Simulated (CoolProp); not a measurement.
Vapour-liquid equilibrium of benzene (1) + octamethylcyclotetrasiloxane (D4) (2) at 302 kPa; x and y are mole fractions of (1).

Model: multi-fluid Helmholtz-energy mixture model, Thol 2012 and Thol 2015; pair parameters Bell 2016, in CoolProp.

```tsv
x	bubble temperature (K)	y at the bubble point	dew temperature at overall composition x (K)	liquid density (mol/L)
0.05	489.5	0.171	495.4	2.474
0.15	472.3	0.466	490.6	2.801
0.25	456.1	0.670	485.4	3.172
0.35	442.1	0.796	479.7	3.592
0.45	430.7	0.872	473.4	4.075
0.55	421.4	0.919	466.3	4.646
0.65	413.6	0.950	458.0	5.339
0.75	406.9	0.971	447.8	6.208
0.85	400.9	0.986	434.4	7.333
0.95	395.7	0.996	413.6	8.846
```

No azeotrope shows between x = 0.05 and 0.95.

The pair parameters rest on a limited set of measurements; away from them the model extrapolates.
